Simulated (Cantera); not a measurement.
An isothermal, constant-pressure homogeneous reactor starts with 0.973 % H2, 57.2 % O2, 41.8 % N2, equivalence ratio 0.0085, at 1225 K and 0.0132 atm.

Computed with Cantera and the H2/O2 subset of GRI-Mech 3.0, which has no nitrogen chemistry. Radical loss at walls, strong at low pressure, is not modelled.

One state of this run: x H2 = 1.12e-5; x O2 = 0.569; x OH = 0.000334; x H2O = 0.00957; x O = 0.00129; x H = 4.18e-5; x H2O2 = 1.17e-8. x: mole fraction; the columns are a selection and need not sum to one.

Task: Which value of t (s) does it belong to?
(A) 1.92
(B) 0.581
(C) 0.000439
(D) 0.000133

Result: B, 0.581
